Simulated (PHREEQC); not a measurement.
## Buffer: speciation

A solution holds 0.0019 mol/kgw KH2PO4 and 0.00041 mol/kgw Na2CO3, at 10 °C. Closed to the air; pH follows from the charge balance.

The numbers come from PHREEQC with the ion-association model, wateq4f.dat.

This is a speciation only: nothing precipitates in the calculation.

Q: What pH does the model give?

A: pH 6.77.

Q: In which forms is C present?

A: HCO3- 68 %, CO2 32 % of the C.

Complexes and solids missing from the database can't appear. H3PO4, which wateq4f.dat lacks, is added to it with the constant of phreeqc.dat. Constants without temperature data keep their 25 °C values here.
